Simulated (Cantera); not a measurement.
What does this Cantera script print?

```python
import numpy as np
import cantera as ct

gas_names = [...]  # 151 gases of nasa_gas.yaml made of C, H, N, O, Si
cond_names = """
    C(gr) C6H6(L) C7H8(L) C8H18(L),n-octa H2O(s) H2O(L) Si(cr) Si(L) SiC(b) SiO2(Lqz) SiO2(hqz) SiO2(L)
    Si2N2O(s) Si3N4(a)
""".split()


# ... load() reads the species with a 1 bar reference pressure and builds the phases ...
atoms = {
    'TEOS': {'Si': 1, 'C': 8, 'H': 20, 'O': 4},
    'O3': {'O': 3},
    'N2': {'N': 2},
}
top_T = {'C(gr)': 4500, 'SiC(b)': 3050, 'Si2N2O(s)': 2100, 'Si3N4(a)': 2400}  # K; cautious upper limits of use, not melting points


# ... equilibrate(T, P, feed) seeds the gas with the atoms and calls Mixture.equilibrate('TP', solver="vcs", rtol=1e-11, max_steps=5000) ...
results = []
T = 975  # K
P = 16000  # Pa
for m in [0.18, 0.44, 0.7, 0.96, 1.2, 1.5, 1.8, 2, 2.3]:
    feed = {'TEOS': 1, 'O3': m, 'N2': 62}  # mol
    mix = equilibrate(T, P, feed)
    results.append((T, P, feed, dict(zip(mix.species_names, mix.species_moles))))

top = {s: max(r[3][s] / sum(r[3][g] for g in gas_names) for r in results) for s in gas_names}
cols = sorted((s for s in top if top[s] > 0.001), key=lambda s: -top[s])[:6]
seen = [c for c in cond_names if any(r[3].get(c, 0) > 1e-12 for r in results)]
print("log10 of partial pressures in bar; condensed amounts in mol")
print(f"{'n(O3)':>10s}" + "".join(f"{s[:9]:>10s}" for s in cols + seen))
for T, P, feed, n in results:
    ng = sum(n[g] for g in gas_names)
    print(f"{feed['O3']:10.4g}" + "".join(f"{np.log10(max(n[s] / ng * P / 1e5, 1e-99)):10.3f}" for s in cols)
          + "".join(f"{n.get(c, 0):10.4g}" for c in seen))
```

It prints:

```
log10 of partial pressures in bar; condensed amounts in mol
     n(O3)        N2        H2        CO       CO2       H2O     C(gr) SiO2(hqz)
      0.18    -0.875    -1.672    -2.273    -4.563    -4.166     5.478         1
      0.44    -0.880    -1.676    -2.162    -4.342    -4.060     4.716         1
       0.7    -0.884    -1.681    -2.076    -4.170    -3.978     3.956         1
      0.96    -0.889    -1.686    -2.006    -4.029    -3.913     3.198         1
       1.2    -0.893    -1.690    -1.951    -3.920    -3.862     2.499         1
       1.5    -0.897    -1.695    -1.893    -3.803    -3.809     1.628         1
       1.8    -0.902    -1.700    -1.842    -3.702    -3.764    0.7588         1
         2    -0.905    -1.704    -1.812    -3.642    -3.737    0.1804         1
       2.3    -0.907    -1.717    -1.824    -2.998    -3.094         0         1
```

Equilibrium computed with Cantera from the NASA thermochemical tables; the gas is ideal and each condensed phase is pure. The feed counts by its element totals alone.
